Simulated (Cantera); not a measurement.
A freely propagating, adiabatic, planar premixed flame of H2 : O2 : N2 = 1 : 0.455 : 2.09 (molar parts), equivalence ratio 1.1, unburnt at 475 K and 25000 Pa; mixture-averaged transport, grid criteria slope 0.08 and curve 0.16, no radiation.

Model: the H2/O2 subset of GRI-Mech 3.0, which has no nitrogen chemistry, integrated in Cantera. Burning velocities carry a grid error of a few per cent, more on coarse grids.

x: mole fraction of selected species; z is measured from the peak of heat release.

```csv
z (mm),T (K),u (m/s),x H2,x O2,x HO2,x H2O,x O,x H2O2
-8.52,475,3.88,0.282,0.128,<1e-8,<1e-8,<1e-8,<1e-8
-5.68,475,3.88,0.282,0.128,<1e-8,<1e-8,<1e-8,<1e-8
-4.26,475,3.88,0.282,0.128,<1e-8,<1e-8,<1e-8,<1e-8
-2.84,475,3.88,0.282,0.128,3.16e-8,<1e-8,<1e-8,<1e-8
-1.42,480,3.91,0.280,0.128,8.25e-5,0.000203,2.37e-6,1.75e-6
-0.710,661,5.29,0.253,0.124,7.20e-5,0.0147,0.000145,9.08e-6
0,[?],8.49,[?],[?],[?],[?],[?],[?]
0.710,1380,10.6,0.0568,0.0307,7.80e-6,0.198,0.00996,1.15e-6
1.42,1500,11.4,0.0481,0.0220,4.95e-6,0.214,0.0100,8.85e-7
2.84,1634,12.3,0.0489,0.0188,3.60e-6,0.222,0.00906,5.33e-7
5.68,1777,13.3,0.0490,0.0157,2.58e-6,0.231,0.00745,2.81e-7
11.4,1919,14.2,0.0473,0.0124,1.78e-6,0.242,0.00553,1.49e-7
22.7,2049,15.0,0.0440,0.00914,1.19e-6,0.254,0.00368,8.58e-8
```

Problem. What belongs in the gaps?

Solution. 
- 0, T (K): 1097
- 0, x H2: 0.141
- 0, x O2: 0.0840
- 0, x HO2: 2.39e-5
- 0, x H2O: 0.102
- 0, x O: 0.00494
- 0, x H2O2: 1.02e-6
